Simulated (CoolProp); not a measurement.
Model: reference Helmholtz-energy equation of state, Lemmon 2006, in CoolProp. It is a short technical equation, of lower accuracy than the large ones.

Task: For C3F8 (R218), give the phase and the cp (kJ/(kg K)), viscosity (µPa s), conductivity (mW/(m K)) at 345 K and 0.101 MPa.

Result: 
- 345 K and 0.101 MPa: gas; cp 0.862, viscosity 14.4, conductivity 16.3

Viscosity comes from a separate model (Huber 2003), an estimate that may be off by 10 % or more. Thermal conductivity comes from a separate model (Huber 2003), an estimate that may be off by 10 % or more.
